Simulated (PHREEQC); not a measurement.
Model water analysis in mg/L, 25 °C, pH 2.63, pe 12.8: Na 35.1; K 18.2; Ca 830; Mg 41; Cl 383; S(6) as SO4 1990; N(5) as NO3 0.38; Li 1.49; Zn 16.7.

Valence states are taken as typed.

The numbers come from PHREEQC with the ion-association model, wateq4f.dat.

Each row changes one thing in this solution. Precipitation was switched off in this run.

```
case                                               ionic strength (mol/kgw)  SO4-2 (mol/kgw)  HSO4- (mol/kgw)  Mg+2 (mol/kgw)  MgSO4 (mol/kgw)  CaHSO4+ (mol/kgw)  SI of Gypsum (CaSO4:2H2O)  SI of Halite (NaCl)
-------------------------------------------------  ------------------------  ---------------  ---------------  --------------  ---------------  -----------------  -------------------------  -------------------
as made                                                              0.0638           0.0120          0.00146         0.00110         0.000597           0.000111                      +0.09                -6.56
Na from 35.1 to 17.6 mg/L                                               ___           0.0120          0.00146         0.00109         0.000598           0.000111                      +0.09                -6.86
temperature from 25 to 75 °C at the same typed pH                    0.0583          0.00918              ___        0.000796         0.000896                ___                      +0.06                -6.67
N(5) from 0.38 to 0.19 mg/L                                          0.0638           0.0120          0.00146         0.00110         0.000597           0.000111                      +0.09                -6.56
```

Task: What belongs in the gaps?

Result: 
- Na from 35.1 to 17.6 mg/L, ionic strength (mol/kgw): 0.0634
- temperature from 25 to 75 °C at the same typed pH, HSO4- (mol/kgw): 0.00382
- temperature from 25 to 75 °C at the same typed pH, CaHSO4+ (mol/kgw): 0.000270

Some of these states are supersaturated (in Gypsum, for instance). Away from 25 °C the constants follow the database's enthalpies or fits; those with neither stay at their 25 °C values.
